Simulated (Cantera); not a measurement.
Input: 1 mol TiCl4, 1.8 mol C3H8, 50 mol H2, equilibrated at 1625 K and 1.00 bar.

These are equilibrium values from Cantera (NASA tables, ideal gas, pure condensed phases), not measurements of a reactor. Candidate condensed phases: C, C6H6, C7H8, C8H18, Ti, TiC, TiCl2, TiCl3, TiCl4; 96 gas species. TiC: taken at fixed stoichiometry. Kinetics and transport are ignored.

Base state: H2 0.931, HCl 0.0674, CH4 0.00127, TiCl3 7.49e-5, H 6.81e-5, C2H2 (acetylene) 3.31e-5 (mole fractions); condensed: C(graphite) + TiC(s).

Problem. What changes in the equilibrium state with this change: TiCl4 replaced by Ti(OiPr)4?

Solution. 
```json
[
 {"species": "H2", "before": "0.931", "after": "0.945"},
 {"species": "CO", "before": "0", "after": "0.0532"},
 {"species": "CH4", "before": "0.00127", "after": "0.00131"},
 {"species": "HCl", "before": "0.0674", "after": "0"},
 {"species": "TiCl3", "before": "7.49e-5", "after": "0"},
 {"species": "H2O", "before": "0", "after": "3.76e-5"},
 {"species": "C2H2 (acetylene)", "before": "3.31e-5", "after": "3.36e-5"},
 {"species": "C(graphite), mol", "before": "4.33", "after": "12.3"},
 {"species": "TiC(s), mol", "before": "0.995", "after": "1.00"}
]
```
The feed counts by its element totals alone. Further candidate phases: H2O, TiO, TiO2, Ti2O3, Ti3O5, Ti4O7.
